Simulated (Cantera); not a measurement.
An isothermal, constant-pressure homogeneous reactor starts with CH4 : H2 = 0.017 : 1 (molar parts), at 1500 K and 0.160 bar.

Model: GRI-Mech 3.0 (53 species, 325 reactions), integrated in Cantera. GRI-Mech 3.0 stops at C3 and has no aromatics, soot or wall deposition, so with more carbon than oxygen in the feed, carbon stays in small species such as C2H2 where larger ones or solid carbon would form.

### Question
Predict: x(CH4) at 20.0 s; x(H2) at 20.0 s; x(C2H2) at 20.0 s; x(C2H6) at 20.0 s.

### Answer
| Property | Result |
|---|---|
| x(CH4) at 20.0 s | 0.0111 (gas-phase equilibrium 0.00834) |
| x(H2) at 20.0 s | 0.986 (gas-phase equilibrium 0.987) |
| x(C2H2) at 20.0 s | 0.00263 (gas-phase equilibrium 0.00394) |
| x(C2H6) at 20.0 s | 2.77e-7 (gas-phase equilibrium 2.39e-7) |
